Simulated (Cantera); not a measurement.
Si + HF (silicon etching in halogen gases)

A closed system holds: 1 mol Si, 5.6 mol HF, equilibrated at 475 °C and 1.50 mbar.

Cantera equilibrium calculation (NASA polynomials, part measured and part estimated; ideal gas, pure solids and liquids). Candidate condensed phases: Si; 25 gas species. Equilibrium is a limit: real reactors are often held back by kinetics, nucleation or transport.

```json
{
  "x(H₂)": "0.435",
  "x(HF)": "0.348",
  "x(SiF₄)": "0.217",
  "gas_amount": "4.600 mol",
  "log10 activity of Si(s) (absent)": "-24.55"
}
```
